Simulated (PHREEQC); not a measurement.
Consider water at 20 °C with 0.038 mol H3PO4, 4.3e-05 mol HNO3 and 0.0087 mol NiSO4 per kg of water. It is in equilibrium with CO2 at log p = -3.4 (atm). Otherwise closed; pH follows from the charge balance.

All values are PHREEQC results (ion-association model, wateq4f.dat), not measurements.

This is a speciation only: nothing precipitates in the calculation.

### Question
Estimate the pH.

### Answer
pH 1.93.

### Question
In which forms is P present?

### Answer
H3PO4 57 %, H2PO4- 43 % of the P.

Species that the database lacks are ignored. H3PO4, which wateq4f.dat lacks, is added to it with the constant of phreeqc.dat. The database has no phosphate complexes of Ni.
